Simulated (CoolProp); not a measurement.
A single-stage vapour-compression cycle with chlorine: evaporating at 216.15 K (dew point), condensing at 258.15 K (bubble point), superheat 0 K, subcooling 8 K, compressor efficiency 0.65, no pressure losses. Each further row changes one setting.

Model: reference Helmholtz-energy equation of state, Thol 2021, in CoolProp.

| case | cooling COP | pressure ratio | discharge temperature (K) | refrigerating effect (kJ/kg) | volumetric capacity (kJ/m³) |
|---|---|---|---|---|---|
| as stated | ? | 6.72 | 413.1 | 268 | 347 |
| evaporating temperature 221.15 K | 3.39 | ? | 388.3 | ? | ? |
| condensing temperature 253.15 K | ? | 5.56 | 389.9 | 272 | 353 |
| subcooling 13 K | ? | 6.72 | 413.1 | 272 | 353 |
| superheat 10 K | 2.77 | 6.72 | 430.7 | 272 | 337 |

Problem. Fill in the missing entries.

Solution. 
- as stated, cooling COP: 2.84
- evaporating temperature 221.15 K, pressure ratio: 5.13
- evaporating temperature 221.15 K, refrigerating effect (kJ/kg): 270
- evaporating temperature 221.15 K, volumetric capacity (kJ/m³): 448
- condensing temperature 253.15 K, cooling COP: 3.30
- subcooling 13 K, cooling COP: 2.89
